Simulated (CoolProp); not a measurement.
Computed with CoolProp (reference Helmholtz-energy equation of state, Pan 2012).

Task: Give the vapour pressure (MPa), enthalpy of vaporisation (kJ/kg), surface tension (mN/m), liquid viscosity (µPa s) of saturated R236FA at 339, 346.5, 369.1 K.

Result: 
| T (K) | p (MPa) | enthalpy of vaporisation (kJ/kg) | surface tension (mN/m) | liquid viscosity (µPa s) |
|---|---|---|---|---|
| 339 | 0.886 | 118 | 4.97 | 172 |
| 346.5 | 1.07 | 112 | 4.20 | 156 |
| 369.1 | 1.78 | 88.8 | 2.04 | 112 |

Viscosity comes from a separate model (Huber 2003), an estimate that may be off by 10 % or more. Surface tension comes from a separate correlation (Mulero 2012).
